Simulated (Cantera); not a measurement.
## Hydrocarbon pyrolysis for carbon deposition

A perfectly stirred reactor is fed with 1.69 % C2H4, 98.3 % H2, at 20.0 Torr; it is held at 1675 K, and followed from long to short residence time.

Cantera simulation using GRI-Mech 3.0 (53 species, 325 reactions); the numbers are that mechanism's predictions, not measurements. GRI-Mech 3.0 was tuned for natural gas; its chemistry of ethylene as a main component is partial and can be far from experiment. GRI-Mech 3.0 stops at C3 and has no aromatics, soot or wall deposition, so with more carbon than oxygen in the feed, carbon stays in small species such as C2H2 where larger ones or solid carbon would form. Radical loss at walls, strong at low pressure, is not modelled.

```json
[
 {"τ (s)": "11", "x C2H4": "3.20e-5", "x H2": "0.983", "x C2H": "5.39e-8", "x CH2": "1.22e-9", "x C2H6": "9.83e-10", "x CH4": "0.000136", "x CH3": "1.81e-6"},
 {"τ (s)": "4.8", "x C2H4": "4.21e-5", "x H2": "0.983", "x C2H": "4.74e-8", "x CH2": "4.83e-10", "x C2H6": "1.19e-9", "x CH4": "6.80e-5", "x CH3": "7.98e-7"},
 {"τ (s)": "2.1", "x C2H4": "7.32e-5", "x H2": "0.983", "x C2H": "3.62e-8", "x CH2": "1.69e-10", "x C2H6": "1.90e-9", "x CH4": "3.60e-5", "x CH3": "3.23e-7"},
 {"τ (s)": "0.90", "x C2H4": "0.000188", "x H2": "0.983", "x C2H": "2.23e-8", "x CH2": "7.32e-11", "x C2H6": "3.93e-9", "x CH4": "2.15e-5", "x CH3": "1.20e-7"},
 {"τ (s)": "0.39", "x C2H4": "0.000586", "x H2": "0.983", "x C2H": "1.20e-8", "x CH2": "7.58e-11", "x C2H6": "8.47e-9", "x CH4": "1.47e-5", "x CH3": "4.61e-8"},
 {"τ (s)": "0.17", "x C2H4": "0.00172", "x H2": "0.983", "x C2H": "6.23e-9", "x CH2": "1.14e-10", "x C2H6": "1.59e-8", "x CH4": "1.01e-5", "x CH3": "1.87e-8"},
 {"τ (s)": "0.073", "x C2H4": "0.00425", "x H2": "0.983", "x C2H": "2.98e-9", "x CH2": "1.59e-10", "x C2H6": "2.48e-8", "x CH4": "6.11e-6", "x CH3": "8.15e-9"},
 {"τ (s)": "0.032", "x C2H4": "0.00805", "x H2": "0.983", "x C2H": "1.22e-9", "x CH2": "1.76e-10", "x C2H6": "2.94e-8", "x CH4": "3.01e-6", "x CH3": "4.11e-9"},
 {"τ (s)": "0.014", "x C2H4": "0.0119", "x H2": "0.983", "x C2H": "3.72e-10", "x CH2": "1.40e-10", "x C2H6": "2.51e-8", "x CH4": "1.08e-6", "x CH3": "2.27e-9"},
 {"τ (s)": "0.0059", "x C2H4": "0.0146", "x H2": "0.983", "x C2H": "8.04e-11", "x CH2": "7.81e-11", "x C2H6": "1.57e-8", "x CH4": "2.77e-7", "x CH3": "1.21e-9"},
 {"τ (s)": "0.0026", "x C2H4": "0.0159", "x H2": "0.983", "x C2H": "1.65e-11", "x CH2": "3.79e-11", "x C2H6": "9.04e-9", "x CH4": "6.80e-8", "x CH3": "6.60e-10"}
]
```
x: mole fraction; the columns are a selection and need not sum to one.
